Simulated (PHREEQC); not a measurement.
0.012 g of hydrous ferric oxide (600 m²/g; 0.2 weak and 0.005 strong sites per Fe, Dzombak-Morel constants, diffuse double layer) in 1 kg of water with 0.01 mol/kgw of an inert sodium salt and 0.0028 mmol/kgw NaH2PO4, at 25 °C; the pH is set by adding NaOH or the inert anion's acid. O2 is buffered at 0.21 atm. The system is closed to CO2. Nothing may precipitate in this run.

The series has 13 steps of pH, from 3 to 9.

The numbers come from PHREEQC with the ion-association model, wateq4f.dat.

Problem. Near which pH is half of the P sorbed, and on which side is more sorbed?

Solution. Near pH 8.3, with more sorbed at lower pH.

H3PO4, which wateq4f.dat lacks, is added to it with the constant of phreeqc.dat. The oxide is taken as insoluble; below pH 4 it would dissolve.
